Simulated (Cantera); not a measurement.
Feed: 1 mol C2F6, 0.65 mol HCl, a varied amount of H2, held at 702 °C and 13.3 mbar.

Equilibrium computed with Cantera from the NASA thermochemical tables; the gas is ideal and each condensed phase is pure. Candidate condensed phases: C, C6H6, C7H8, C8H18; 118 gas species. The feed counts by its element totals alone. Gases not in the tables: C2F6 and larger saturated fluorocarbons. Equilibrium is a limit: real reactors are often held back by kinetics, nucleation or transport.

log p: log10 of the partial pressure in bar; n: condensed amount in mol.

```
n(H2) (mol)  log p HF  log p H2  log p CF4  log p HCl  log p Cl2  log p CClF3  log p CH4  n C(graphite)
-----------  --------  --------  ---------  ---------  ---------  -----------  ---------  -------------
0.44            -2.33    -12.34      -2.23      -2.60      -3.64        -4.23       <-13          0.745
0.56            -2.27    -12.20      -2.28      -2.60      -3.78        -4.34       <-13          0.799
0.73            -2.21    -12.04      -2.34      -2.62      -3.98        -4.49       <-13              …
0.94            -2.14    -11.87      -2.42      -2.64      -4.20        -4.65       <-13              …
1.2             -2.09    -11.71      -2.52      -2.68      -4.43        -4.85       <-13              …
1.6             -2.03    -11.50      -2.69      -2.73      -4.74        -5.13       <-13              …
2               -1.98    -11.32      -2.89      -2.78      -5.03        -5.42       <-13              …
2.6             -1.94    -11.00      -3.36      -2.85      -5.48        -6.00       <-13              …
3.3             -1.94     -3.24       <-13      -2.90     -13.35         <-13      -7.38           2.00
4.3             -2.00     -2.66       <-13      -2.96       <-13         <-13      -6.22           2.00
5.5             -2.06     -2.44       <-13      -3.02       <-13         <-13      -5.78           2.00
7.1             -2.13     -2.29       <-13      -3.09       <-13         <-13      -5.49           2.00
9.1             -2.20     -2.20       <-13      -3.17       <-13         <-13      -5.29           2.00
```

### Question
Fill in the missing entries.

### Answer

- 0.73, n C(graphite): 0.878
- 0.94, n C(graphite): 0.979
- 1.2, n C(graphite): 1.11
- 1.6, n C(graphite): 1.30
- 2, n C(graphite): 1.50
- 2.6, n C(graphite): 1.80
